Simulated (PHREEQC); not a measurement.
Dissolve 180 mmol/kgw ZnCl2, 1.7 mmol/kgw KCl and 0.32 mmol/kgw H2SO4 at 25 °C. Closed to the air; pH follows from the charge balance.

Equilibrium calculation in PHREEQC: ion-association model, wateq4f.dat.

Problem. The ionic strength comes out as 0.463 mol/kgw. What activity coefficients do Cl-, ZnCl4-2, K+, Zn+2, HSO4- get?

Solution. Cl- 0.65, ZnCl4-2 0.22, K+ 0.65, Zn+2 0.26, HSO4- 0.67.

This is a speciation only: nothing precipitates in the calculation. Species that the database lacks are ignored.
